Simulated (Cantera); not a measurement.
Feed: 1 mol SiH2Cl2, 0.022 mol Cl2, 60 mol N2, held at 97.5 Torr.

Cantera equilibrium calculation (NASA polynomials, part measured and part estimated; ideal gas, pure solids and liquids). Candidate condensed phases: NH4Cl, Si, Si3N4; 28 gas species. N2 is the only nitrogen source here; it is nearly inert below about 1500 K, so the nitride shown seldom forms there in practice. The tables' values for SiCl3 are old estimates; treat these amounts as uncertain. The numbers say what is thermodynamically allowed, not how fast it happens.

log p: log10 of the partial pressure in bar; n: condensed amount in mol.

| T (K) | log p N2 | log p HCl | log p H2 | log p SiCl2 | log p SiCl4 | log p SiCl3 | log p Cl | n Si3N4(s) |
|---|---|---|---|---|---|---|---|---|
| 800 | -0.90 | -2.55 | -3.14 | -11.80 | -3.41 | -8.63 | ? | 0.273 |
| 950 | -0.90 | -2.52 | -3.21 | -8.92 | -3.48 | -6.96 | ? | 0.282 |
| 1100 | -0.90 | -2.50 | -3.27 | -6.83 | -3.54 | -5.76 | ? | 0.287 |
| 1250 | -0.90 | -2.49 | -3.31 | -5.26 | -3.59 | -4.86 | ? | 0.290 |
| 1400 | -0.90 | -2.49 | -3.31 | -4.09 | -3.74 | -4.23 | ? | 0.282 |
| 1550 | -0.90 | -2.53 | -3.19 | -3.36 | -4.26 | -4.03 | ? | 0.241 |
| 1700 | -0.90 | -2.65 | -3.00 | -3.02 | -5.22 | -4.27 | ? | 0.174 |

Task: What belongs in the gaps?

Result: 
- 800, log p Cl: -12.51
- 950, log p Cl: -10.19
- 1100, log p Cl: -8.50
- 1250, log p Cl: -7.22
- 1400, log p Cl: -6.23
- 1550, log p Cl: -5.54
- 1700, log p Cl: -5.09
